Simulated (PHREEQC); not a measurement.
A solution holds 0.0019 mol/kgw Cu(BF4)2 and 0.00074 mol/kgw KCl, at 25 °C. Closed to the air; pH follows from the charge balance.

Model: ion-association model, wateq4f.dat, run in PHREEQC.

| quantity | before | after |
|---|---|---|
| pH | 3.02 | 2.98 |
| ionic strength (mol/kgw) | 0.00739 | 0.0103 |
| HF (mol/kgw) | 0.00267 | 0.00304 |
| F- (mol/kgw) | 0.00202 | 0.00216 |
| H3BO3 (mol/kgw) | 0.00104 | 0.00112 |
| SI of CuF2:2H2O (CuF2:2H2O) | -3.80 | -3.60 |
| SI of Tenorite (CuO) | -4.47 | -4.39 |

Question: Name the change that produced these shifts.
(A) 0.00013 mol/kgw Na2SO4 added
(B) Cu(BF4)2 from 0.0019 to 0.00285 mol/kgw
(C) temperature from 25 to 75 °C
(D) temperature from 25 to 70 °C
(E) KCl from 0.00074 to 0.000666 mol/kgw

Answer: B, Cu(BF4)2 from 0.0019 to 0.00285 mol/kgw

Precipitation was switched off in this run. Real BF4- forms and hydrolyses slowly; the run takes it at equilibrium.
